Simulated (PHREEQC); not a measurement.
0.01 mol of Fluorite (CaF2) is brought to equilibrium with 1 kg of water holding 0.01 mol NaCl, at 65 °C, the pH being set by adding NaOH or HCl. Oxygen alone is held at its pressure in air (log pO2 = -0.68). No CO2 enters from the air. The run lets Fluorite, Portlandite precipitate or redissolve, and no other solid.

Equilibrium calculation in PHREEQC: ion-association model, wateq4f.dat.

| pH | dissolved Ca (mol/kgw) | dissolved F (mol/kgw) | Portlandite (mol) | Ca+2 (mol/kgw) | HF (mol/kgw) |
|---|---|---|---|---|---|
| 2 | 0.00310 | 0.00620 | 0 | 0.00309 | 0.00592 |
| 2.62 | 0.00122 | 0.00244 | 0 | 0.00122 | 0.00211 |
| 3.88 | 0.000372 | 0.000744 | 0 | 0.000370 | 0.000203 |
| 4.5 | 0.000318 | 0.000635 | 0 | 0.000315 | 5.25e-5 |
| 5.12 | 0.000304 | 0.000608 | 0 | 0.000302 | 1.29e-5 |
| 6.38 | 0.000300 | 0.000599 | 0 | 0.000298 | 7.13e-7 |
| 7 | 0.000300 | 0.000599 | 0 | 0.000297 | 1.71e-7 |
| 7.62 | 0.000300 | 0.000599 | 0 | 0.000297 | 4.10e-8 |
| 8.88 | 0.000300 | 0.000600 | 0 | 0.000298 | 2.26e-9 |
| 9.5 | 0.000301 | 0.000601 | 0 | 0.000298 | 5.42e-10 |
| 10.12 | 0.000304 | 0.000609 | 0 | 0.000302 | 1.31e-10 |
| 11.38 | 0.000365 | 0.000729 | 0 | 0.000355 | 7.68e-12 |
| 12 | 0.000465 | 0.000962 | 1.58e-5 | 0.000434 | 1.98e-12 |

Portlandite from pH = 12.

Away from 25 °C the constants follow the database's enthalpies or fits; those with neither stay at their 25 °C values.
